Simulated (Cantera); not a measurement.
Charge: 1 mol Al₂O₃, 0.71 mol HCl, a varied amount of N₂, at 1052 °C and 3.90 bar.

Method: chemical equilibrium by Gibbs-energy minimisation in Cantera with the NASA 1993 tables (ideal gas, pure condensed phases). Candidate condensed phases: Al, AlCl₃, AlN, Al₂O₃, H₂O, NH₄Cl; 45 gas species. Rates play no part.

Q: At 1.5 mol N₂, list the 6 most abundant gas species with their mole fractions, and the condensed phases.

A: N₂ 0.679, HCl 0.319, H₂O 0.00112, AlCl₃ 0.000750, H₂ 3.86e-5, Cl 3.56e-5. Condensed: Al₂O₃(s).
